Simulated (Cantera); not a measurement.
A perfectly stirred reactor is fed with CO : O2 : H2O : N2 : H2 = 0.013 : 0.008 : 0.015 : 1 : 0.0036 (molar parts), equivalence ratio 1.0, at 0.690 bar; it is held at 925 K, and followed from long to short residence time.

Computed with Cantera and GRI-Mech 3.0 (53 species, 325 reactions). Below about 950 K walls govern HO2 and H2O2 in real vessels.

x: mole fraction; the columns are a selection and need not sum to one.

| τ (s) | x CO | x O2 | x H2O | x H | x H2 |
|---|---|---|---|---|---|
| 9.8 | 0.000829 | 0.000228 | 0.0178 | ? | 0.000205 |
| 3.3 | 0.00251 | 0.00110 | 0.0177 | ? | 0.000281 |
| 1.1 | 0.00573 | 0.00287 | 0.0174 | ? | 0.000590 |
| 0.37 | 0.00775 | 0.00404 | 0.0170 | ? | 0.000915 |
| 0.13 | 0.00922 | 0.00496 | 0.0166 | ? | 0.00129 |
| 0.043 | 0.0105 | 0.00587 | 0.0161 | ? | 0.00180 |
| 0.014 | 0.0116 | 0.00673 | 0.0154 | ? | 0.00246 |
| 0.0048 | 0.0123 | 0.00746 | 0.0147 | ? | 0.00320 |
| 0.0016 | 0.0125 | 0.00770 | 0.0144 | 1.48e-11 | 0.00346 |

Problem. Some entries are withheld; supply them.

Solution. 
- 9.8, x H: 6.18e-6
- 3.3, x H: 3.37e-6
- 1.1, x H: 2.84e-6
- 0.37, x H: 4.55e-6
- 0.13, x H: 7.91e-6
- 0.043, x H: 1.36e-5
- 0.014, x H: 1.92e-5
- 0.0048, x H: 1.18e-5
